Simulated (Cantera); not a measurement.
Input (Python, Cantera) and output of one run.

```python
import numpy as np
import cantera as ct

gas_names = """
    H HNO HNO2 HNO3 HO2 H2 H2O H2O2 N NH NH2 NH3 NH2OH NO NO2 NO3 N2 N2H2 N2H4 N2O O OH O2 O3 Pb PbO Pb2
""".split()
cond_names = """
    H2O(s) H2O(L) Pb(cr) Pb(L) PbO(rd) PbO(yw) PbO(L) PbO2(s) Pb3O4(s)
""".split()


# ... load() reads the species with a 1 bar reference pressure and builds the phases ...
atoms = {
    'Pb': {'Pb': 1},
    'H2O': {'H': 2, 'O': 1},
    'N2': {'N': 2},
}
top_T = {'Pb3O4(s)': 820}  # K; cautious upper limits of use, not melting points


# ... equilibrate(T, P, feed) seeds the gas with the atoms and calls Mixture.equilibrate('TP', solver="vcs", rtol=1e-11, max_steps=5000) ...
results = []
feed = {'Pb': 1, 'H2O': 0.073, 'N2': 19}  # mol
T = 1600  # K
P = 133.322  # Pa
mix = equilibrate(T, P, feed)
results.append((T, P, feed, dict(zip(mix.species_names, mix.species_moles))))
x = sorted(zip(gas.X, gas.species_names), reverse=True)
print(f"T = {T:g} K  P = {P:g} Pa  gas = {mix.phase_moles(0):.4g} mol")
print("   x: " + "  ".join(f"{s} {v:.3e}" for v, s in x if v > 1e-05))
print("   condensed (mol): " + ("  ".join(f"{mix.phase(i).name} {mix.phase_moles(i):.4g}"
      for i in range(1, mix.n_phases) if mix.phase_moles(i) > 1e-12) or "none"))
```

It prints:

```
T = 1600 K  P = 133.322 Pa  gas = 20.07 mol
   x: N2 9.465e-01  Pb 4.948e-02  H2O 3.275e-03  H2 3.425e-04  PbO 3.363e-04  H 2.755e-05  OH 1.032e-05
   condensed (mol): none
```

Equilibrium computed with Cantera from the NASA thermochemical tables; the gas is ideal and each condensed phase is pure.
